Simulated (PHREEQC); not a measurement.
## Acid rinse or clean: an equilibrium model

Consider water at 88 °C with 0.032 mol/kgw HNO3 and 0.097 mol/kgw AlCl3. Closed to the air; pH follows from the charge balance.

Computed with PHREEQC (ion-association model, phreeqc.dat).

```yaml
pH: 1.62
ionic_strength: 0.613 mol/kgw
activity_of_water: 0.992
specific_conductance: 79700 µS/cm
density: 0.979 g/cm³
total_alkalinity: -32.0 meq/kg
```

```csv
species,molality,activity,log γ
Cl-,0.291,0.175,-0.221
Al+3,0.0965,0.00597,-1.209
H+,0.0325,0.0239,-0.134
NO3-,0.0320,0.0179,-0.254
AlOH+2,0.000521,9.29e-5,-0.748
Al(OH)2+,2.13e-6,1.39e-6,-0.187
```

This is a speciation only: nothing precipitates in the calculation. Species that the database lacks are ignored. At this temperature some constants are extrapolated from 25 °C, and those without enthalpy data are left unchanged.
